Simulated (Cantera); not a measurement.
A perfectly stirred reactor is fed with H2 : O2 = 0.21 : 1 (molar parts), equivalence ratio 0.10, at 0.0267 bar; it is held at 973 K, and followed from long to short residence time.

Computed with Cantera and the H2/O2 subset of GRI-Mech 3.0, which has no nitrogen chemistry. Radical loss at walls, strong at low pressure, is not modelled. The temperature is held fixed by assumption; the heat of reaction is taken as removed at once.

Q: What does this change do: temperature 973 to 1050 K?

A: 
```json
[
 {"quantity": "x(H2) at τ = 0.780 s", "before": "0.00145", "after": "0.000790"},
 {"quantity": "x(O2) at τ = 0.780 s", "before": "0.809", "after": "0.809"},
 {"quantity": "x(H2O2) at τ = 0.780 s", "before": "6.66e-7", "after": "6.13e-7"},
 {"quantity": "x(O) at τ = 0.780 s", "before": "0.000555", "after": "0.000808"},
 {"quantity": "x(HO2) at τ = 0.780 s", "before": "1.36e-5", "after": "9.97e-6"},
 {"quantity": "x(H2) at τ = 9.20 ms", "before": "0.0166", "after": "0.0102"},
 {"quantity": "x(O2) at τ = 9.20 ms", "before": "0.802", "after": "0.796"},
 {"quantity": "x(H2O2) at τ = 9.20 ms", "before": "1.19e-6", "after": "1.07e-6"},
 {"quantity": "x(O) at τ = 9.20 ms", "before": "0.00673", "after": "0.0110"},
 {"quantity": "x(HO2) at τ = 9.20 ms", "before": "3.10e-5", "after": "2.50e-5"}
]
```
